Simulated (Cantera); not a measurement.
Charge: 1 mol SiH2Cl2, 0.017 mol C2H4, a varied amount of H2, equilibrated at 1675 K and 63.0 mbar.

Cantera equilibrium calculation (NASA polynomials, part measured and part estimated; ideal gas, pure solids and liquids). Candidate condensed phases: C, C6H6, C7H8, C8H18, Si, SiC; 109 gas species. Mutual solubility and eutectic melting of coexisting phases are not modelled. The tables' values for SiCl3, SiCl are old estimates; treat these amounts as uncertain. Gases not in the tables: Si2H6 and higher silanes. Equilibrium is a limit: real reactors are often held back by kinetics, nucleation or transport.

x: gas mole fraction; n: condensed amount in mol.

| n(H2) (mol) | x H2 | x HCl | x SiCl2 | x SiCl3 | x SiCl4 | x SiHCl3 | x H | n Si(s) | n SiC(s) |
|---|---|---|---|---|---|---|---|---|---|
| 2.2 | 0.684 | 0.165 | 0.143 | 0.00652 | 0.000618 | 0.000463 | 0.000383 | 0.330 | 0.0340 |
| 3.8 | 0.759 | 0.141 | 0.0948 | 0.00352 | 0.000272 | 0.000264 | 0.000403 | 0.390 | 0.0340 |
| 6.4 | 0.824 | 0.115 | 0.0581 | 0.00169 | 0.000102 | 0.000132 | 0.000420 | 0.460 | 0.0340 |
| 11 | 0.879 | 0.0878 | 0.0316 | 0.000679 | 3.02e-5 | 5.46e-5 | 0.000434 | 0.543 | 0.0340 |
| 19 | 0.921 | 0.0631 | 0.0156 | 0.000235 | 7.34e-6 | 1.93e-5 | 0.000444 | 0.632 | 0.0340 |
| 32 | 0.948 | 0.0438 | 0.00731 | 7.54e-5 | 1.62e-6 | 6.31e-6 | 0.000450 | 0.713 | 0.0340 |
| 56 | 0.968 | 0.0284 | 0.00300 | 1.98e-5 | 2.72e-7 | 1.67e-6 | 0.000455 | 0.789 | 0.0339 |
| 95 | 0.980 | 0.0181 | 0.00121 | 5.09e-6 | 4.44e-8 | 4.33e-7 | 0.000458 | 0.845 | 0.0339 |
| 160 | 0.988 | … | … | 1.24e-6 | … | … | 0.000460 | 0.885 | 0.0338 |
| 280 | 0.993 | 0.00675 | 0.000166 | 2.57e-7 | 8.30e-10 | 2.20e-8 | 0.000461 | 0.913 | 0.0337 |
| 480 | 0.995 | … | … | 5.44e-8 | … | … | 0.000462 | 0.927 | 0.0335 |
| 820 | 0.997 | 0.00239 | 2.07e-5 | 1.13e-8 | 1.29e-11 | 9.71e-10 | 0.000462 | 0.932 | 0.0331 |

Complete the blanks.


- 480, x HCl: 0.00403
- 480, x SiCl2: 5.88e-5
- 480, x SiCl4: 1.04e-10
- 480, x SiHCl3: 4.66e-9
- 160, x HCl: 0.0114
- 160, x SiCl2: 0.000473
- 160, x SiCl4: 6.77e-9
- 160, x SiHCl3: 1.06e-7
